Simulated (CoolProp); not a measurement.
Vapour-liquid equilibrium of trans-2-butene (1) + acetone (2) at 238.1 K; x and y are mole fractions of (1).

Values from CoolProp's multi-fluid Helmholtz-energy mixture model, Lemmon 2005 and Lemmon 2006; pair parameters Bell 2016.

```
x     bubble pressure, mixture model (MPa)  bubble pressure, Raoult's law (MPa)  y, mixture model  y, Raoult's law
----  ------------------------------------  -----------------------------------  ----------------  ---------------
0.05                              0.005387                             0.002004             0.814            0.504
0.2                                0.01362                             0.004877             0.934            0.828
0.35                               0.01686                             0.007750             0.951            0.912
0.5                                0.01772                              0.01062             0.955            0.951
0.65                               0.01792                              0.01350             0.956            0.973
0.8                                0.01841                              0.01637             0.961            0.987
0.95                               0.01963                              0.01924             0.983            0.997
```

The largest gap from Raoult's law is +179.3 % in bubble pressure, at x = 0.2. No azeotrope shows between x = 0.05 and 0.95.

Pair parameters are fitted to limited data, so mixtures are less certain than the pure fluids. With so large a gap from Raoult's law the liquid may split in two, which this calculation doesn't test in full.
